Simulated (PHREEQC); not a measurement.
Make-up at 25 °C and 50 atm: 2.8 mmol/kgw Al2(SO4)3, 8.3 mmol/kgw NaHCO3 and 6.9 mmol/kgw NaCl. Closed to the air; pH follows from the charge balance.

Computed with PHREEQC (ion-association model, phreeqc.dat).

No solid was allowed to form.

### Question
Order these S species by the share of S that they hold, largest first: Al(SO4)2-, AlSO4+, SO4-2, NaSO4-.

### Answer
SO4-2 (76 %), AlSO4+ (17 %), Al(SO4)2- (3.7 %), NaSO4- (3.0 %)

The pH is 5.66 and the ionic strength 0.0306 mol/kgw. Saturation is exceeded, for instance for Gibbsite (slow to form); the values hold only as long as no solid forms. Under pressure, the constants of complexes without a molar volume in the database are unreliable.
